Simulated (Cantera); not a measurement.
A perfectly stirred reactor is fed with H2 : O2 : N2 = 0.049 : 1 : 0.26 (molar parts), at 0.0133 bar; it is held at 1200 K, and followed from long to short residence time.

Detailed kinetics in Cantera: the H2/O2 subset of GRI-Mech 3.0, which has no nitrogen chemistry. Radical loss at walls, strong at low pressure, is not modelled. The temperature is held fixed by assumption; the heat of reaction is taken as removed at once.

Predict: x(H2) at τ = 0.610 s; x(O2) at τ = 0.610 s; x(O) at τ = 0.610 s; x(H) at τ = 0.610 s; x(H2O) at τ = 0.610 s; x(H2) at τ = 54.0 ms; x(O2) at τ = 54.0 ms; x(O) at τ = 54.0 ms; x(H) at τ = 54.0 ms; x(H2O) at τ = 54.0 ms.


| Property | Value |
|---|---|
| x(H2) at τ = 0.610 s | 0.000202 |
| x(O2) at τ = 0.610 s | 0.755 |
| x(O) at τ = 0.610 s | 0.00405 |
| x(H) at τ = 0.610 s | 0.000382 |
| x(H2O) at τ = 0.610 s | 0.0371 |
| x(H2) at τ = 54.0 ms | 0.000794 |
| x(O2) at τ = 54.0 ms | 0.746 |
| x(O) at τ = 54.0 ms | 0.0135 |
| x(H) at τ = 54.0 ms | 0.00252 |
| x(H2O) at τ = 54.0 ms | 0.0346 |
